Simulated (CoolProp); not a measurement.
Dodecamethylcyclohexasiloxane (D6) at 298.15 K and 0.156 MPa is throttled through a valve to 0.0671 MPa with no heat exchange. Each further row changes one setting.

The numbers come from the reference Helmholtz-energy equation of state, Colonna 2008 in CoolProp. It is a short technical equation, of lower accuracy than the large ones.

| case | temperature change (K) |
|---|---|
| as stated | +0.0 |
| outlet pressure 0.0201 MPa | +0.1 |
| outlet pressure 0.0872 MPa | +0.0 |
